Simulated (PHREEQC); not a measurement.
Consider water at 15 °C with 0.26 mol CuCl2, 0.13 mol HCl and 0.13 mol H3BO3 per kg of water. Closed to the air; pH follows from the charge balance.

Model: ion-association model, phreeqc.dat, run in PHREEQC.

This is a speciation only: nothing precipitates in the calculation.

Problem. Order these Cl species by the share of Cl that they hold, largest first: Cl-, CuCl+, CuCl2.

Solution. Cl- (92 %), CuCl+ (7.0 %), CuCl2 (1.3 %)

Problem. Order these Cu species by the share of Cu that they hold, largest first: CuCl2, Cu+2, CuCl+.

Solution. Cu+2 (81 %), CuCl+ (18 %), CuCl2 (1.6 %)

The pH is 1.01 and the ionic strength 0.806 mol/kgw. Ionic strength above about 0.7 mol/kgw puts this run outside the model's range.
